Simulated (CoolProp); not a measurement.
Saturation properties of m-xylene (Tc = 343.7 °C, pc = 3535 kPa, ω = 0.326).

Computed with CoolProp (reference Helmholtz-energy equation of state, Zhou 2012).

| T (°C) | p (kPa) | liquid density (kg/m³) | vapour density (kg/m³) | liquid cp (kJ/(kg K)) | liquid viscosity (µPa s) | liquid conductivity (mW/(m K)) |
|---|---|---|---|---|---|---|
| 6.25 | 0.3461 | 875.9 | 0.01582 | 1.654 | 736 | 134 |
| 22.65 | 0.9740 | 861.9 | ___ | 1.704 | 598 | 130 |
| 39.15 | 2.425 | 847.6 | 0.09943 | 1.757 | 498 | 126 |
| 55.55 | 5.396 | ___ | 0.2107 | 1.812 | 423 | 122 |
| 72.05 | 11.02 | 818.5 | 0.4112 | 1.869 | 365 | 118 |
| 88.45 | 20.76 | 803.6 | 0.7435 | 1.928 | 319 | 113 |
| 104.95 | 36.79 | 788.3 | ___ | 1.988 | 280 | 109 |
| 121.35 | 61.43 | 772.7 | 2.051 | 2.049 | 248 | 105 |
| 137.85 | 98.07 | 756.5 | 3.181 | 2.112 | 221 | 101 |
| 154.25 | 149.8 | 739.9 | 4.744 | 2.176 | 197 | 97.3 |
| 170.75 | 221.1 | 722.6 | 6.873 | 2.242 | 176 | 93.7 |
| 187.15 | 315.7 | 704.6 | 9.681 | 2.311 | 158 | 90.4 |
| 203.65 | 439.4 | 685.6 | 13.37 | ___ | 142 | 87.2 |
| 220.05 | 595.8 | 665.5 | 18.12 | 2.462 | 127 | 84.4 |

### Question
Some entries are withheld; supply them.

### Answer

- 22.65, vapour density (kg/m³): 0.04210
- 55.55, liquid density (kg/m³): 833.2
- 104.95, vapour density (kg/m³): 1.269
- 203.65, liquid cp (kJ/(kg K)): 2.384

It boils at 139.1 °C under 1 atm.

Viscosity comes from a separate model (Cao 2016). Thermal conductivity comes from a separate model (Mylona 2014).
